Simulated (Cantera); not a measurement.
Standard-state values (1 bar) from the NASA 1993 polynomials, evaluated with Cantera. Values are per mole of reaction as written; species without (g) are pure solids or liquids, kept so even where they would boil at 1 bar.

2 H2(g) + C + CaO ⇌ CH3OH(g) + Ca

| T (K) | ΔH° (kJ) | ΔS° (J/K) | ΔG° (kJ) | log10 K | condensed phases |
|---|---|---|---|---|---|
| 850 | 418.6 | -55.1 | 465.4 | -28.60 | C(graphite), CaO(s), Ca(s) |
| 1000 | ___ | ___ | ___ | ___ | C(graphite), CaO(s), Ca(s) |
| 1150 | ___ | ___ | ___ | ___ | C(graphite), CaO(s), Ca(l) |
| 1300 | ___ | ___ | ___ | ___ | C(graphite), CaO(s), Ca(l) |
| 1450 | 421.9 | -52.6 | 498.1 | -17.94 | C(graphite), CaO(s), Ca(l) |
| 1600 | 421.6 | -52.7 | 506.0 | -16.52 | C(graphite), CaO(s), Ca(l) |
| 1750 | ___ | ___ | ___ | ___ | C(graphite), CaO(s), Ca(l) |

Q: What belongs in the gaps?

A: 
- 1000, ΔH° (kJ): 416.0
- 1000, ΔS° (J/K): -57.9
- 1000, ΔG° (kJ): 473.9
- 1000, log10 K: -24.75
- 1150, ΔH° (kJ): 423.0
- 1150, ΔS° (J/K): -51.7
- 1150, ΔG° (kJ): 482.5
- 1150, log10 K: -21.91
- 1300, ΔH° (kJ): 422.3
- 1300, ΔS° (J/K): -52.2
- 1300, ΔG° (kJ): 490.3
- 1300, log10 K: -19.70
- 1750, ΔH° (kJ): 421.5
- 1750, ΔS° (J/K): -52.8
- 1750, ΔG° (kJ): 513.9
- 1750, log10 K: -15.34
